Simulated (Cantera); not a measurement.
An isothermal, constant-pressure homogeneous reactor starts with 2.65 % H₂, 38.9 % O₂, 58.4 % N₂, equivalence ratio 0.034, at 1450 K and 2700 Pa.

Computed with Cantera and the H2/O2 subset of GRI-Mech 3.0, which has no nitrogen chemistry. Radical loss at walls, strong at low pressure, is not modelled.

x: mole fraction; the columns are a selection and need not sum to one.

| t (s) | x H₂ | x O₂ | x H₂O | x H₂O₂ | x O | x HO₂ |
|---|---|---|---|---|---|---|
| 0.000700 | 0.0254 | 0.389 | 0.000737 | ___ | 0.000501 | 1.04e-6 |
| 0.00163 | 0.000648 | 0.367 | 0.0223 | ___ | 0.0183 | 1.37e-6 |
| 0.00382 | 0.000528 | 0.368 | 0.0227 | 3.86e-8 | 0.0180 | 1.33e-6 |
| 0.00891 | 0.000488 | 0.369 | 0.0230 | 3.79e-8 | 0.0164 | 1.29e-6 |
| 0.0208 | 0.000406 | 0.371 | 0.0237 | 3.61e-8 | 0.0134 | 1.21e-6 |
| 0.0485 | 0.000274 | 0.374 | 0.0246 | ___ | 0.00876 | 1.04e-6 |
| 0.113 | 0.000129 | 0.378 | 0.0256 | ___ | 0.00402 | 7.28e-7 |
| 0.265 | 4.13e-5 | 0.380 | 0.0263 | ___ | 0.00126 | 3.69e-7 |
| 0.618 | 1.04e-5 | 0.381 | 0.0266 | ___ | 0.000315 | 1.39e-7 |
| 1.44 | 2.60e-6 | 0.381 | 0.0267 | ___ | 7.82e-5 | 5.38e-8 |
| 3.37 | 7.50e-7 | 0.381 | 0.0268 | 8.85e-10 | 2.26e-5 | 3.69e-8 |
| 7.86 | 3.18e-7 | 0.381 | 0.0268 | 4.83e-10 | 9.58e-6 | 4.13e-8 |
| 18.3 | 2.53e-7 | 0.381 | 0.0268 | 4.20e-10 | 7.64e-6 | 4.39e-8 |
| 42.8 | 2.52e-7 | 0.381 | 0.0268 | 4.19e-10 | 7.59e-6 | 4.40e-8 |
| 100 | 2.52e-7 | 0.381 | 0.0268 | 4.19e-10 | 7.59e-6 | 4.40e-8 |

Question: Fill in the missing entries.

Answer: 
- 0.000700, x H₂O₂: 4.34e-9
- 0.00163, x H₂O₂: 4.20e-8
- 0.0485, x H₂O₂: 3.16e-8
- 0.113, x H₂O₂: 2.32e-8
- 0.265, x H₂O₂: 1.31e-8
- 0.618, x H₂O₂: 5.82e-9
- 1.44, x H₂O₂: 2.24e-9
